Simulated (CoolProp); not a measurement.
Vapour-liquid equilibrium of propane (1) + R152A (2) at 299.7 K; x and y are mole fractions of (1).

Values from CoolProp's multi-fluid Helmholtz-energy mixture model, Lemmon 2009 and Outcalt 1996; pair parameters Bell 2016.

| x | bubble pressure (bar) | y at the bubble point | dew pressure at overall composition x (bar) | liquid density (mol/L) |
|---|---|---|---|---|
| 0.05 | 7.171 | 0.152 | 6.525 | 13.34 |
| 0.15 | 8.601 | 0.335 | 7.157 | 12.92 |
| 0.25 | 9.584 | 0.443 | 7.890 | 12.53 |
| 0.35 | 10.25 | 0.516 | 8.730 | 12.18 |
| 0.45 | 10.69 | 0.573 | 9.650 | 11.88 |
| 0.55 | 10.97 | 0.623 | 10.52 | 11.62 |
| 0.65 | 11.12 | 0.674 | 11.07 | 11.42 |
| 0.75 | 11.12 | 0.732 | 11.09 | 11.27 |
| 0.85 | 10.92 | 0.807 | 10.73 | 11.17 |
| 0.95 | 10.37 | 0.919 | 10.20 | 11.12 |

y crosses x between x = 0.65 and 0.75: the model has an azeotrope there.

Pair parameters are fitted to limited data, so mixtures are less certain than the pure fluids.
